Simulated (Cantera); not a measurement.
Input: 1 mol V, 1.1 mol NH3, held at 0.608 Torr.

These are equilibrium values from Cantera (NASA tables, ideal gas, pure condensed phases), not measurements of a reactor. Candidate condensed phases: V, VN; 11 gas species. VN: taken at fixed stoichiometry. Condensed phases not in the tables: V2N. Kinetics and transport are ignored. All values below are at 1123 K.

Base state: H2 0.971, N2 0.0294 (mole fractions); condensed: VN(s).

What changes in the equilibrium state with this change: NH3 from 1.1 to 0.22 mol?


```tsv
species	before	after
H2	0.971	1.000
N2	0.0294	6.49e-9
VN(s), mol	1.00	0.220
V(s), mol	0	0.780
```
Mutual solubility and eutectic melting of coexisting phases are not modelled. Condensed phases not in the tables: V2N, N, O or C dissolved in the metal.
